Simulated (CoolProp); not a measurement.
Vapour-liquid equilibrium of propane (1) + cyclopropane (2) at 334 K; x and y are mole fractions of (1).

Values from CoolProp's multi-fluid Helmholtz-energy mixture model, Lemmon 2009 and Polt 1992; pair parameters Bell 2016. This equation is an older, rougher fit; its heat capacities, sound speeds and derivatives of the liquid may be far off and weren't checked against measurements.

| x | bubble pressure (MPa) | y at the bubble point | dew pressure at overall composition x (MPa) | liquid density (mol/L) |
|---|---|---|---|---|
| 0.05 | 1.754 | 0.066 | 1.744 | 13.02 |
| 0.125 | 1.812 | 0.158 | 1.791 | 12.69 |
| 0.2 | 1.866 | 0.243 | 1.839 | 12.36 |
| 0.275 | 1.916 | 0.323 | 1.886 | 12.05 |
| 0.35 | 1.961 | 0.399 | 1.932 | 11.75 |
| 0.425 | 2.003 | 0.471 | 1.977 | 11.46 |
| 0.5 | 2.039 | 0.540 | 2.019 | 11.18 |
| 0.575 | 2.072 | 0.608 | 2.056 | 10.92 |
| 0.65 | 2.099 | 0.675 | 2.089 | 10.66 |
| 0.725 | 2.122 | 0.742 | 2.116 | 10.42 |
| 0.8 | 2.139 | 0.809 | 2.137 | 10.20 |
| 0.875 | 2.150 | 0.879 | 2.149 | 9.984 |
| 0.95 | 2.155 | 0.950 | 2.155 | 9.786 |

No azeotrope shows between x = 0.05 and 0.95.

Pair parameters are fitted to limited data, so mixtures are less certain than the pure fluids.
